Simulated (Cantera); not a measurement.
Cantera run, input and output.

```python
import numpy as np
import cantera as ct

surf = ct.Interface("diamond.yaml", "diamond_100")
gas, bulk = surf.adjacent["gas"], surf.adjacent["diamond"]
k = surf.kinetics_species_index(bulk.species_names[0])
cover = ["c6HH", "c6H*", "c6*H", "c6**", "c6HM", "c6B"]

rows, drift = [], 0.0
print(f"{'P':>10s}{'um/h':>11s}" + "".join(f"{s:>11s}" for s in cover))
for v in [400, 660, 1100, 1800, 3000, 5000, 8200, 14000]:
    T, P, xH, xCH3 = 1125, v, 0.00087, 0.00062
    gas.TPX = T, P, {"H": xH, "CH3": xCH3, "CH4": 0.011, "H2": 1 - xH - xCH3 - 0.011}
    surf.TP = bulk.TP = T, P
    surf.coverages = "c6H*:0.1, c6HH:0.9"
    surf.advance_coverages(100.0)
    before = surf.coverages
    surf.advance_coverages(100.0)
    drift = max(drift, np.max(np.abs(surf.coverages - before) / (surf.coverages + 1e-9)))
    rate = surf.net_production_rates[k] * bulk.mean_molecular_weight / bulk.density * 3.6e9
    rows.append([rate, *surf[cover].coverages])
    print(f"{v:10.4g}{rate:11.4e}" + "".join(f"{x:11.3e}" for x in rows[-1][1:]))
```

Result:

```
         P       um/h       c6HH       c6H*       c6*H       c6**       c6HM        c6B
       400 1.0998e-01  5.035e-01  2.945e-02  4.409e-01  1.475e-02  4.516e-03  2.984e-10
       660 2.2102e-01  5.014e-01  2.931e-02  4.389e-01  1.467e-02  7.325e-03  5.997e-10
      1100 4.7345e-01  4.980e-01  2.910e-02  4.356e-01  1.455e-02  1.185e-02  1.285e-09
      1800 1.0269e+00  4.930e-01  2.878e-02  4.309e-01  1.439e-02  1.851e-02  2.786e-09
      3000 2.3474e+00  4.855e-01  2.831e-02  4.237e-01  1.415e-02  2.860e-02  6.370e-09
      5000 5.3709e+00  4.751e-01  2.765e-02  4.139e-01  1.382e-02  4.250e-02  1.457e-08
      8200 1.1714e+01  4.625e-01  2.686e-02  4.019e-01  1.341e-02  5.939e-02  3.179e-08
   1.4e+04 2.6039e+01  4.471e-01  2.589e-02  3.873e-01  1.293e-02  7.995e-02  7.066e-08
```

Computed with Cantera and the Harris–Goodwin 1993 mechanism for the reconstructed diamond (100) surface.
